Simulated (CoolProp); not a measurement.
Vapour-liquid equilibrium of hydrogen sulfide (1) + n-pentane (2) at 1.55 °C; x and y are mole fractions of (1).

The numbers come from the multi-fluid Helmholtz-energy mixture model, Lemmon 2006 and Thol 2019; pair parameters Kunz 2012 in CoolProp.

Question: Give the bubble pressure and the first vapour's composition at x = 0.05, 0.75, 0.85. Is there an azeotrope?

Answer: x = 0.05: 0.9452 bar, y = 0.729; x = 0.75: 8.542 bar, y = 0.983; x = 0.85: 9.302 bar, y = 0.989. No azeotrope shows between x = 0.05 and 0.95.

The pair parameters rest on a limited set of measurements; away from them the model extrapolates.
